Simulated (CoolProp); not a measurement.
Sulfur dioxide along the isotherm 216.85 °C: fugacity coefficient from the reference equation and from simpler models built on Tc = 157.5 °C, pc = 7887 kPa, ω = 0.256; each cubic takes its own stable root.

Model: reference Helmholtz-energy equation of state, Gao 2016, in CoolProp.

| p (kPa) | phase | reference |
|---|---|---|
| 111 | gas | 0.9969 |
| 167 | gas | 0.9954 |
| 252 | gas | 0.9930 |
| 380 | gas | 0.9895 |
| 573 | gas | 0.9841 |
| 865 | gas | 0.9761 |
| 1300 | gas | 0.9641 |
| 1970 | gas | 0.9459 |
| 2970 | gas | 0.9190 |
| 4480 | gas | 0.8790 |
| 6760 | gas | 0.8201 |
| 10200 | supercritical | 0.7348 |
| 15400 | supercritical | 0.6169 |
| 23200 | supercritical | 0.4959 |
| 35000 | supercritical | 0.4102 |

How far does each simpler model (van der Waals, Soave-Redlich-Kwong) lie from the reference over these 15 states: mean and median of the absolute difference, and the worst?


- van der Waals: mean 0.8 %, median 0.0 %, worst +4.8 % at 216.85 °C and 35000 kPa
- Soave-Redlich-Kwong: mean 1.3 %, median 0.1 %, worst +9.6 % at 216.85 °C and 35000 kPa
